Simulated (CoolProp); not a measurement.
Properties of nitrogen along the isobar 134 bar (Tc = 126.2 K, pc = 33.96 bar, ω = 0.037).

Computed with CoolProp (reference Helmholtz-energy equation of state, Span 2000).

```json
[
 {"T (K)": "81.5", "phase": "liquid", "density (kg/m³)": "819.8", "expansivity (1/kK)": "4.690", "conductivity (mW/(m K))": "151", "Prandtl number": "2.16"},
 {"T (K)": "99.5", "phase": "liquid", "density (kg/m³)": "747.7", "expansivity (1/kK)": "5.616", "conductivity (mW/(m K))": "121", "Prandtl number": "1.63"},
 {"T (K)": "117.5", "phase": "liquid", "density (kg/m³)": "667.4", "expansivity (1/kK)": "7.141", "conductivity (mW/(m K))": "94.1", "Prandtl number": "1.48"},
 {"T (K)": "135.5", "phase": "supercritical", "density (kg/m³)": "574.6", "expansivity (1/kK)": "9.698", "conductivity (mW/(m K))": "70.9", "Prandtl number": "1.48"},
 {"T (K)": "153.5", "phase": "supercritical", "density (kg/m³)": "468.9", "expansivity (1/kK)": "12.75", "conductivity (mW/(m K))": "53.9", "Prandtl number": "1.45"},
 {"T (K)": "171.5", "phase": "supercritical", "density (kg/m³)": "369.6", "expansivity (1/kK)": "13.04", "conductivity (mW/(m K))": "43.2", "Prandtl number": "1.28"},
 {"T (K)": "189.5", "phase": "supercritical", "density (kg/m³)": "298.0", "expansivity (1/kK)": "10.75", "conductivity (mW/(m K))": "37.0", "Prandtl number": "1.10"},
 {"T (K)": "207.5", "phase": "supercritical", "density (kg/m³)": "250.7", "expansivity (1/kK)": "8.559", "conductivity (mW/(m K))": "33.9", "Prandtl number": "0.990"},
 {"T (K)": "225.6", "phase": "supercritical", "density (kg/m³)": "218.0", "expansivity (1/kK)": "6.995", "conductivity (mW/(m K))": "32.6", "Prandtl number": "0.915"},
 {"T (K)": "243.6", "phase": "supercritical", "density (kg/m³)": "194.2", "expansivity (1/kK)": "5.909", "conductivity (mW/(m K))": "32.1", "Prandtl number": "0.867"},
 {"T (K)": "261.6", "phase": "supercritical", "density (kg/m³)": "175.9", "expansivity (1/kK)": "5.123", "conductivity (mW/(m K))": "32.1", "Prandtl number": "0.833"},
 {"T (K)": "279.6", "phase": "supercritical", "density (kg/m³)": "161.3", "expansivity (1/kK)": "4.533", "conductivity (mW/(m K))": "32.5", "Prandtl number": "0.805"},
 {"T (K)": "297.6", "phase": "supercritical", "density (kg/m³)": "149.3", "expansivity (1/kK)": "4.075", "conductivity (mW/(m K))": "33.1", "Prandtl number": "0.784"}
]
```

Viscosity comes from a separate model (Lemmon 2004). Thermal conductivity comes from a separate model (Lemmon 2004).
